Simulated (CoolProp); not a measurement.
Saturation properties of dimethyl carbonate.

Model: reference Helmholtz-energy equation of state, Zhou 2011, in CoolProp.

```
T (K)  p (MPa)  liquid density (kg/m³)  vapour density (kg/m³)  enthalpy of vaporisation (kJ/kg)  liquid cp (kJ/(kg K))
-----  -------  ----------------------  ----------------------  --------------------------------  ---------------------
314.8  0.01617                    1041                  0.5605                             408.2                  1.857
329    0.02963                    1022                  0.9870                             398.8                  1.883
343.1  0.05094                    1002                   1.637                             389.4                  1.911
357.3  0.08349                   982.5                   2.597                             379.8                  1.944
371.4   0.1305                   962.3                   3.943                             369.9                  1.979
385.6   0.1967                   941.4                   5.800                             359.6                  2.017
399.8   0.2867                   919.9                   8.282                             348.9                  2.059
413.9   0.4047                   897.9                   11.51                             337.6                  2.103
428.1   0.5579                   874.8                   15.69                             325.6                  2.150
```

It boils at 363.3 K under 1 atm.
